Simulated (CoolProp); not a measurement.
The numbers come from the reference Helmholtz-energy equation of state, Smukala 2000 in CoolProp.

Give the vapour pressure (bar), vapour Z, surface tension (mN/m) of saturated ethylene at 202.7, 222.6 K.


```csv
T (K),p (bar),vapour Z,surface tension (mN/m)
202.7,5.08,0.897,10.9
222.6,10.4,0.831,7.75
```

Surface tension comes from a separate correlation (Mulero 2012).
